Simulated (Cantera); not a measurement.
Input: 1 mol SiH2Cl2, 3 mol NH3, 92 mol H2, at 1498 K and 6.53 Torr.

Cantera equilibrium calculation (NASA polynomials, part measured and part estimated; ideal gas, pure solids and liquids). Candidate condensed phases: NH4Cl, Si, Si3N4; 28 gas species. Equilibrium is a limit: real reactors are often held back by kinetics, nucleation or transport.

Task: What is the equilibrium state?

Result: 
* **x(H2)**: 0.972
* **x(HCl)**: 0.0185
* **x(N2)**: 0.00892
* **x(SiCl2)**: 0.000794
* **x(H)**: 0.000182
* **x(SiCl3)**: 3.51e-6
* **x(Cl)**: 2.79e-6
* **x(SiCl)**: 1.05e-6
* **n(Si3N4(s))**: 0.307 mol
* **gas amount**: 99.40 mol
* **log10 activity of Si(s) (absent)**: -0.15
